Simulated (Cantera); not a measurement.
Input: 1 mol SiO2, 1.6 mol HBr, held at 927 °C and 3300 Pa.

Cantera equilibrium calculation (NASA polynomials, part measured and part estimated; ideal gas, pure solids and liquids). Candidate condensed phases: Br2, H2O, Si, SiO2; 28 gas species. The tables hold silica as quartz up to 1696 K and as liquid above; real silica turns to tridymite and cristobalite and melts near 1996 K. The numbers say what is thermodynamically allowed, not how fast it happens.

Base state: HBr 0.988, Br 0.00678, H2 0.00429, Br2 0.000899, H2O 7.76e-5, SiBr4 3.87e-5 (mole fractions); condensed: SiO2(β-quartz).

What changes in the equilibrium state with this change: temperature from 927 °C to 852 °C?


| species | before | after |
|---|---|---|
| HBr | 0.988 | 0.993 |
| Br | 0.00678 | 0.00328 |
| H2 | 0.00429 | 0.00242 |
| SiBr4 | 3.87e-5 | 2.79e-5 |
| H2O | 7.76e-5 | 5.58e-5 |
| Br2 | 0.000899 | 0.000781 |
| SiO2(β-quartz), mol | 1.000 | 1.000 |
